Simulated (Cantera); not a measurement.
# Gas-phase reforming

An isothermal, constant-pressure homogeneous reactor starts with CH4 : H2O = 1 : 0.8 (molar parts), at 1925 K and 180000 Pa.

Cantera simulation using GRI-Mech 3.0 (53 species, 325 reactions); the numbers are that mechanism's predictions, not measurements.

```json
[
 {"t (s)": "0.000200", "x CH4": "0.218", "x H2O": "0.348", "x OH": "2.95e-5", "x C2H2": "0.0958", "x O": "9.75e-9", "x C2H4": "0.00959"},
 {"t (s)": "0.000431", "x CH4": "0.138", "x H2O": "0.318", "x OH": "2.66e-5", "x C2H2": "0.125", "x O": "7.38e-9", "x C2H4": "0.00394"},
 {"t (s)": "0.000928", "x CH4": "0.0798", "x H2O": "0.293", "x OH": "2.46e-5", "x C2H2": "0.142", "x O": "6.27e-9", "x C2H4": "0.00220"},
 {"t (s)": "0.00200", "x CH4": "0.0455", "x H2O": "0.266", "x OH": "2.28e-5", "x C2H2": "0.146", "x O": "5.75e-9", "x C2H4": "0.00171"},
 {"t (s)": "0.00431", "x CH4": "0.0297", "x H2O": "0.233", "x OH": "1.99e-5", "x C2H2": "0.137", "x O": "5.28e-9", "x C2H4": "0.00153"},
 {"t (s)": "0.00928", "x CH4": "0.0235", "x H2O": "0.187", "x OH": "1.55e-5", "x C2H2": "0.117", "x O": "4.48e-9", "x C2H4": "0.00136"},
 {"t (s)": "0.0200", "x CH4": "0.0188", "x H2O": "0.134", "x OH": "1.06e-5", "x C2H2": "0.0913", "x O": "3.44e-9", "x C2H4": "0.00112"},
 {"t (s)": "0.0431", "x CH4": "0.0139", "x H2O": "0.0830", "x OH": "6.30e-6", "x C2H2": "0.0663", "x O": "2.33e-9", "x C2H4": "0.000857"},
 {"t (s)": "0.0928", "x CH4": "0.00961", "x H2O": "0.0427", "x OH": "3.15e-6", "x C2H2": "0.0464", "x O": "1.31e-9", "x C2H4": "0.000622"},
 {"t (s)": "0.200", "x CH4": "0.00658", "x H2O": "0.0166", "x OH": "1.21e-6", "x C2H2": "0.0335", "x O": "5.49e-10", "x C2H4": "0.000459"},
 {"t (s)": "0.431", "x CH4": "0.00497", "x H2O": "0.00377", "x OH": "2.71e-7", "x C2H2": "0.0271", "x O": "1.29e-10", "x C2H4": "0.000376"},
 {"t (s)": "0.928", "x CH4": "0.00451", "x H2O": "0.000243", "x OH": "1.74e-8", "x C2H2": "0.0254", "x O": "8.48e-12", "x C2H4": "0.000353"},
 {"t (s)": "2.00", "x CH4": "0.00448", "x H2O": "6.17e-6", "x OH": "4.43e-10", "x C2H2": "0.0253", "x O": "<1e-12", "x C2H4": "0.000351"}
]
```
x: mole fraction; the columns are a selection and need not sum to one.

Equilibrium at this temperature and pressure: CH4 0.00448, H2O 5.50e-6, OH 3.95e-10, C2H2 0.0253, O <1e-12, C2H4 0.000351 (gas phase only).
